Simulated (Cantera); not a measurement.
Charge: 1 mol Nb, 5.2 mol H₂O, at 2123.15 K and 0.0100 bar.

Cantera equilibrium calculation (NASA polynomials, part measured and part estimated; ideal gas, pure solids and liquids). Candidate condensed phases: H₂O, Nb, NbO, NbO₂, Nb₂O₅; 12 gas species. Condensed phases not in the tables: the oxides between NbO₂ and Nb₂O₅. The numbers say what is thermodynamically allowed, not how fast it happens.

Base state: H₂O 0.508, H₂ 0.463, H 0.0244, OH 0.00332, NbO₂ 0.00108, O 0.000124, O₂ 5.81e-5 (mole fractions); condensed: Nb₂O₅(l).

Question: What changes in the equilibrium state with this change: Nb replaced by Ta(OEt)₅?

Answer: 
```
species          before     after
-------------  --------  --------
H₂                0.463     0.614
CO                    0     0.355
H                0.0244    0.0281
H₂O               0.508   0.00178
TaO₂                  0  0.000721
NbO₂            0.00108         0
CO₂                   0  0.000206
TaO                   0  0.000143
O₂              5.81e-5     <1e-9
O              0.000124   3.28e-7
OH              0.00332   1.01e-5
Nb₂O₅(l), mol     0.497         0
Ta(s), mol            0     0.936
Ta₂O₅(l), mol         0    0.0199
```
The feed counts by its element totals alone. Mutual solubility and eutectic melting of coexisting phases are not modelled. Condensed phases not in the tables: Ta₂C, N, O or C dissolved in the metal. Further candidate phases: C, C₆H₆, C₇H₈, C₈H₁₈, Ta, TaC, Ta₂O₅.

Question: What changes in the equilibrium state with this change: temperature from 2123.15 K to 2223.15 K?

Answer: 
```
species          before     after
-------------  --------  --------
H₂O               0.508     0.498
H₂                0.463     0.447
H                0.0244    0.0429
NbO₂            0.00108   0.00401
O₂              5.81e-5  0.000215
O              0.000124  0.000458
OH              0.00332   0.00690
Nb₂O₅(l), mol     0.497     0.489
```
